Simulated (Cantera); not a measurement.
Input: 1 mol SiCl₄, 0.59 mol H₂, equilibrated at 923 K and 0.133 bar.

These are equilibrium values from Cantera (NASA tables, ideal gas, pure condensed phases), not measurements of a reactor. Candidate condensed phases: Si; 19 gas species. The tables' values for SiCl₃ are old estimates; treat these amounts as uncertain. Equilibrium is a limit: real reactors are often held back by kinetics, nucleation or transport.

Base state: SiCl₄ 0.601, H₂ 0.344, HCl 0.0277, SiHCl₃ 0.0266, SiCl₃ 0.000739, SiH₂Cl₂ 0.000115, SiCl₂ 3.66e-5 (mole fractions); condensed: gas only.

**Question.** What changes in the equilibrium state with this change: 0.049 mol O₂ added?

**Answer.** 
| species | before | after |
|---|---|---|
| SiCl₄ | 0.601 | 0.575 |
| H₂ | 0.344 | 0.295 |
| HCl | 0.0277 | 0.125 |
| SiHCl₃ | 0.0266 | 0.00486 |
| SiH₂Cl₂ | 0.000115 | 4.02e-6 |
| SiCl₂ | 3.66e-5 | 1.48e-6 |
| SiO₂(β-quartz), mol | 0 | 0.0490 |
Further candidate phases: H₂O, SiO₂.

**Question.** What changes in the equilibrium state with this change: temperature from 923 K to 975 K?

**Answer.** 
```csv
species,before,after
SiCl₄,0.601,0.593
H₂,0.344,0.337
HCl,0.0277,0.0351
SiHCl₃,0.0266,0.0325
SiCl₂,3.66e-5,0.000176
SiCl₃,0.000739,0.00192
SiH₂Cl₂,0.000115,0.000186
```

**Question.** What changes in the equilibrium state with this change: SiCl₄ replaced by Si?

**Answer.** 
| species | before | after |
|---|---|---|
| H₂ | 0.344 | 1.00 |
| SiCl₄ | 0.601 | 0 |
| HCl | 0.0277 | 0 |
| SiHCl₃ | 0.0266 | 0 |
| SiCl₃ | 0.000739 | 0 |
| SiH₂Cl₂ | 0.000115 | 0 |
| SiCl₂ | 3.66e-5 | 0 |
| Si(s), mol | 0 | 1.00 |
